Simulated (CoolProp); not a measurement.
Properties of R142b along the isotherm 98.05 °C.

Values from CoolProp's reference Helmholtz-energy equation of state, Lemmon 2006. It is a short technical equation, of lower accuracy than the large ones.

```json
[
 {"p (MPa)": "0.0192", "phase": "gas", "density (kg/m³)": "0.6266", "cv (kJ/(kg K))": "0.8672", "fugacity coefficient": "0.9977"},
 {"p (MPa)": "0.0342", "phase": "gas", "density (kg/m³)": "1.118", "cv (kJ/(kg K))": "0.8676", "fugacity coefficient": "0.9960"},
 {"p (MPa)": "0.0608", "phase": "gas", "density (kg/m³)": "1.994", "cv (kJ/(kg K))": "0.8685", "fugacity coefficient": "0.9928"},
 {"p (MPa)": "0.108", "phase": "gas", "density (kg/m³)": "3.562", "cv (kJ/(kg K))": "0.8700", "fugacity coefficient": "0.9873"},
 {"p (MPa)": "0.192", "phase": "gas", "density (kg/m³)": "6.399", "cv (kJ/(kg K))": "0.8728", "fugacity coefficient": "0.9774"},
 {"p (MPa)": "0.342", "phase": "gas", "density (kg/m³)": "11.62", "cv (kJ/(kg K))": "0.8781", "fugacity coefficient": "0.9598"},
 {"p (MPa)": "0.608", "phase": "gas", "density (kg/m³)": "21.44", "cv (kJ/(kg K))": "0.8888", "fugacity coefficient": "0.9287"},
 {"p (MPa)": "1.08", "phase": "gas", "density (kg/m³)": "41.11", "cv (kJ/(kg K))": "0.9128", "fugacity coefficient": "0.8735"},
 {"p (MPa)": "1.92", "phase": "gas", "density (kg/m³)": "89.69", "cv (kJ/(kg K))": "0.9846", "fugacity coefficient": "0.7738"},
 {"p (MPa)": "3.42", "phase": "liquid", "density (kg/m³)": "900.4", "cv (kJ/(kg K))": "0.9820", "fugacity coefficient": "0.4702"},
 {"p (MPa)": "6.08", "phase": "liquid", "density (kg/m³)": "929.3", "cv (kJ/(kg K))": "0.9763", "fugacity coefficient": "0.2907"}
]
```
